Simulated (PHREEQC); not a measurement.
NaOH is added in steps, without added water, to 1 kg of water holding 0.052 mol H3BO3, 0.00014 mol KOH and 0.051 mol NaCl, at 25 °C. No CO2 enters from the air. Solids allowed: Halite, Sylvite, Borax, Boric_acid,s, KB5O8:4H2O, K2B4O7:4H2O, NaBO2:4H2O, NaB5O8:5H2O, Teepleite. Others were left out.

Base run: PHREEQC, Pitzer model, pitzer.dat. Each further column changes one thing. The table gives B3O3(OH)4- (mol/kgw).

```
NaOH added (mol)      base  NaCl replaced by Na2SO4 at the same molality  KOH from 0.00014 to 0.00021 mol/kgw  no solid may form
----------------  --------  --------------------------------------------  -----------------------------------  -----------------
0                  1.83e-5                                       1.88e-5                           (withheld)            1.83e-5
0.0059            0.000604                                      0.000615                             0.000609           0.000604
0.01033           0.000844                                      0.000857                             0.000846           0.000844
0.01622           0.000961                                      0.000975                             0.000961           0.000961
0.02212           0.000910                                      0.000921                           (withheld)           0.000910
0.02655           0.000795                                      0.000804                             0.000793           0.000795
0.03245           0.000583                                      0.000589                             0.000580           0.000583
0.03687           0.000405                                      0.000409                           (withheld)           0.000405
0.04278           0.000183                                      0.000185                             0.000180           0.000183
0.04868            3.10e-5                                       3.14e-5                              2.99e-5            3.10e-5
0.0531             7.35e-7                                       7.44e-7                              6.91e-7            7.35e-7
0.059              4.33e-8                                       4.38e-8                           (withheld)            4.33e-8
```

**Question.** Complete the blanks.

**Answer.** 
- 0, KOH from 0.00014 to 0.00021 mol/kgw: 2.74e-5
- 0.02212, KOH from 0.00014 to 0.00021 mol/kgw: 0.000908
- 0.03687, KOH from 0.00014 to 0.00021 mol/kgw: 0.000402
- 0.059, KOH from 0.00014 to 0.00021 mol/kgw: 4.25e-8

 Solids allowed in the column 'NaCl replaced by Na2SO4 at the same molality': Arcanite, Glaserite, Mirabilite, Misenite, Thenardite, Borax, Boric_acid,s, KB5O8:4H2O, K2B4O7:4H2O, NaBO2:4H2O, NaB5O8:5H2O.
